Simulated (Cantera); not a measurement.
A freely propagating, adiabatic, planar premixed flame of H2 : O2 : N2 = 1 : 0.633 : 2.38 (molar parts), equivalence ratio 0.79, unburnt at 350 K and 1.09 atm; mixture-averaged transport, grid criteria slope 0.08 and curve 0.16, no radiation.

Model: the H2/O2 subset of GRI-Mech 3.0, which has no nitrogen chemistry, integrated in Cantera. Burning velocities carry a grid error of a few per cent, more on coarse grids.

**Question.** Predict: laminar burning velocity; thermal thickness; peak x(HO2); peak x(OH); peak x(O).

**Answer.** 
| Property | Value |
|---|---|
| laminar burning velocity | 211 cm/s |
| thermal thickness | 0.316 mm |
| peak x(HO2) | 0.000473 |
| peak x(OH) | 0.0130 |
| peak x(O) | 0.00967 |
